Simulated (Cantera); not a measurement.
# Ammonia decomposition in nitride growth gas

A perfectly stirred reactor is fed with NH₃ : H₂ = 1 : 0.19 (molar parts), at 0.110 bar; it is held at 1950 K, and followed from long to short residence time.

Cantera simulation using the gas-phase N/H chemistry of the illustrative SiF4/NH3 mechanism in the Surface Chemkin manual (1991); the numbers are that mechanism's predictions, not measurements. Walls and surfaces, which speed up NH3 decomposition in real reactors, are not modelled.

| τ (s) | x NH₃ | x H₂ | x H | x N₂H₂ | x NH₂ | x N₂ |
|---|---|---|---|---|---|---|
| 17 | 0.0176 | 0.758 | 0.00108 | 5.41e-8 | 7.16e-5 | 0.223 |
| 5.9 | 0.0500 | 0.735 | 0.000733 | 1.71e-7 | 0.000143 | 0.215 |
| 2.1 | 0.123 | 0.681 | 0.000505 | 4.86e-7 | 0.000261 | 0.195 |
| 0.74 | 0.268 | 0.576 | 0.000330 | 1.25e-6 | 0.000438 | 0.155 |
| 0.26 | 0.476 | 0.425 | 0.000201 | 2.64e-6 | 0.000641 | 0.0988 |
| 0.094 | 0.657 | 0.292 | 0.000124 | 4.19e-6 | 0.000795 | 0.0494 |
| 0.033 | 0.766 | 0.213 | 8.64e-5 | 5.26e-6 | 0.000880 | 0.0198 |
| 0.012 | 0.812 | 0.180 | 7.06e-5 | 5.55e-6 | 0.000903 | 0.00730 |
| 0.0042 | 0.831 | 0.166 | 6.15e-5 | 5.08e-6 | 0.000870 | 0.00228 |
x: mole fraction; the columns are a selection and need not sum to one.
